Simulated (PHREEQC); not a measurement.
# Acid rinse or clean: speciation

Make-up at 30 °C: 0.15 mol HCl and 6.3e-05 mol FeCl3 per kg of water. It is in equilibrium with CO2 at log p = -1 (atm). Otherwise closed; pH follows from the charge balance.

The numbers come from PHREEQC with the ion-association model, phreeqc.dat.

```yaml
pH: 0.92
ionic_strength: 0.150 mol/kgw
specific_conductance: 57600 µS/cm
density: 0.998 g/cm³
total_alkalinity: -150 meq/kg
```

```csv
species,molality,activity,log γ
Cl-,0.150,0.110,-0.134
H+,0.150,0.121,-0.093
CO2,0.00288,0.00299,0.015
FeCl+2,3.55e-5,1.16e-5,-0.487
Fe+3,2.03e-5,2.97e-6,-0.835
FeCl2+,6.46e-6,4.88e-6,-0.122
```

This is a speciation only: nothing precipitates in the calculation.
